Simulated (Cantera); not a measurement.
Input: 1 mol Al(CH₃)₃, 0.53 mol H₂O, 20 mol N₂, held at 1927 °C.

These are equilibrium values from Cantera (NASA tables, ideal gas, pure condensed phases), not measurements of a reactor. Candidate condensed phases: Al, AlN, Al₂O₃, C, C₆H₆, C₇H₈, C₈H₁₈, H₂O; 148 gas species. The feed counts by its element totals alone. Rates play no part.

At 0.0720 bar, list the 6 most abundant gas species with their mole fractions, and the condensed phases.

N₂ 0.744, H₂ 0.177, Al 0.0366, CO 0.0198, HCN 0.0110, H 0.00884. Condensed: C(graphite).
